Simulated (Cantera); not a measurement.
An isothermal, constant-pressure homogeneous reactor starts with 2.43 % CH₄, 14.8 % O₂, 82.8 % N₂, equivalence ratio 0.33, at 1025 K and 1200000 Pa.

Cantera simulation using GRI-Mech 3.0 (53 species, 325 reactions); the numbers are that mechanism's predictions, not measurements. The pressure lies above the range GRI-Mech 3.0 was tuned for (to about 10 atm). The temperature is held fixed by assumption; the heat of reaction is taken as removed at once.

One state of this run: x CH₄ = 0.000528; x O₂ = 0.106; x H = 4.01e-9; x H₂ = 0.000102; x HCN = <1e-12. x: mole fraction; the columns are a selection and need not sum to one.

**Question.** Which value of t (s) does it belong to?
A. 0.122
B. 0.00353
C. 1.74
D. 0.0503

**Answer.** A, 0.122
